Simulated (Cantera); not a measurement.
An isothermal plug-flow reactor at 450 K and 0.987 atm (inlet), inlet velocity 3 m/s, active area per volume 2700 1/m; feed H2 : O2 : N2 = 0.013 : 0.041 : 0.79 (molar parts), equivalence ratio 0.16.

Detailed kinetics in Cantera: Deutschmann's 1995 Pt surface mechanism with GRI-Mech 3.0 gas chemistry. Catalytic surfaces can have several steady states; this one follows from the mechanism file's or the stated starting coverage. Mass transfer to the wall is taken as infinitely fast.

**Question.** Predict: x(H2) at z = 0.025 m; x(O2) at z = 0.025 m; x(H2O) at z = 0.025 m; θ(free Pt) at the exit; θ(O*) at the exit; θ(OH*) at the exit.

**Answer.** 
```json
{
 "x(H2) at z = 0.025 m": "5.19e-5",
 "x(O2) at z = 0.025 m": "0.0412",
 "x(H2O) at z = 0.025 m": "0.0155",
 "θ(free Pt) at the exit": "0.00172",
 "θ(O*) at the exit": "0.985",
 "θ(OH*) at the exit": "0.0134"
}
```
